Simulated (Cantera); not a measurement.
Charge: 1 mol SiC, 1.3 mol CO₂, 3 mol H₂, at 1273.15 K and 13.3 mbar.

Method: chemical equilibrium by Gibbs-energy minimisation in Cantera with the NASA 1993 tables (ideal gas, pure condensed phases). Candidate condensed phases: C, C₆H₆, C₇H₈, C₈H₁₈, H₂O, Si, SiC, SiO₂; 123 gas species. The tables hold silica as quartz up to 1696 K and as liquid above; real silica turns to tridymite and cristobalite and melts near 1996 K. Equilibrium is a limit: real reactors are often held back by kinetics, nucleation or transport.

Base state: H₂ 0.833, CO 0.167, CH₄ 8.69e-5, H₂O 2.20e-5 (mole fractions); condensed: C(graphite) + SiO₂(β-quartz).

Problem. What changes in the equilibrium state with this change: SiC replaced by Si?

Solution. 
```tsv
species	before	after
H₂	0.833	0.833
CO	0.167	0.167
CH₄	8.69e-5	8.69e-5
H₂O	2.20e-5	2.20e-5
C(graphite), mol	1.70	0.700
SiO₂(β-quartz), mol	1.000	1.000
```
